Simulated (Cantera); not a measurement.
Charge: 1 mol TEOS, 8.4 mol O₃, 0.15 mol H₂, held at 1625 K and 100 Torr.

These are equilibrium values from Cantera (NASA tables, ideal gas, pure condensed phases), not measurements of a reactor. Candidate condensed phases: C, C₆H₆, C₇H₈, C₈H₁₈, H₂O, Si, SiC, SiO₂; 123 gas species. The feed counts by its element totals alone. The tables hold silica as quartz up to 1696 K and as liquid above; real silica turns to tridymite and cristobalite and melts near 1996 K. Gases not in the tables: Si(OH)₄. Equilibrium is a limit: real reactors are often held back by kinetics, nucleation or transport.

Base state: H₂O 0.543, CO₂ 0.428, O₂ 0.0281, OH 0.000498, CO 0.000193, H₂ 7.86e-5 (mole fractions); condensed: SiO₂(β-quartz).

Q: What changes in the equilibrium state with this change: temperature from 1625 K to 1925 K?

A: 
| species | before | after |
|---|---|---|
| H₂O | 0.543 | 0.538 |
| CO₂ | 0.428 | 0.422 |
| O₂ | 0.0281 | 0.0301 |
| CO | 0.000193 | 0.00459 |
| H | 1.71e-6 | 9.66e-5 |
| O | 8.94e-6 | 0.000175 |
| H₂ | 7.86e-5 | 0.00136 |
| SiO₂(β-quartz), mol | 1.00 | 0 |
| SiO₂(condensed), mol | 0 | 1.000 |
